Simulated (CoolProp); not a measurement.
Octamethylcyclotetrasiloxane (D4) along the isobar 1860 kPa: density (kg/m³) from the reference equation and from simpler models built on Tc = 586.5 K, pc = 1347 kPa, ω = 0.598; each cubic takes its own stable root.

The numbers come from the reference Helmholtz-energy equation of state, Thol 2015 in CoolProp.

| T (K) | phase | reference |
|---|---|---|
| 326.4 | liquid | 921.5 |
| 346.9 | liquid | 898.2 |
| 367.4 | liquid | 874.5 |
| 387.9 | liquid | 850.4 |
| 408.4 | liquid | 825.7 |
| 428.9 | liquid | 800.2 |
| 449.4 | liquid | 773.7 |
| 469.9 | liquid | 745.9 |
| 490.3 | liquid | 716.4 |
| 510.8 | liquid | 684.3 |
| 531.3 | liquid | 648.5 |
| 551.8 | liquid | 606.7 |
| 572.3 | liquid | 553.6 |
| 592.8 | supercritical | 470.3 |

Q: How far does each simpler model (Soave-Redlich-Kwong, Peng-Robinson) lie from the reference over these 14 states: mean and median of the absolute difference, and the worst?

A: 
- Soave-Redlich-Kwong: mean 10.8 %, median 9.7 %, worst -18.9 % at 592.8 K and 1860 kPa
- Peng-Robinson: mean 2.9 %, median 2.5 %, worst -10.6 % at 592.8 K and 1860 kPa
